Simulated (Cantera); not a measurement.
Thermodynamics of hydrogen reduction and annealing atmospheres, feed Ta2O5 + H2

Feed: 1 mol Ta2O5, 1 mol H2, held at 2073.15 K and 75.0 Torr.

Equilibrium computed with Cantera from the NASA thermochemical tables; the gas is ideal and each condensed phase is pure. Candidate condensed phases: H2O, Ta, Ta2O5; 12 gas species. Mutual solubility and eutectic melting of coexisting phases are not modelled. Condensed phases not in the tables: N, O or C dissolved in the metal. Kinetics and transport are ignored.

The x(H2) comes out as 0.989 and the x(H) comes out as 0.00828. The x(H2O) is 0.00244 and the x(TaO2) is 3.51e-5. The x(TaO) is 6.75e-6, the x(OH) is 2.32e-6 and the n(Ta(s)) is 0.000969 mol. The n(Ta2O5(l)) is 0.999 mol and the gas amount is 1.004 mol.
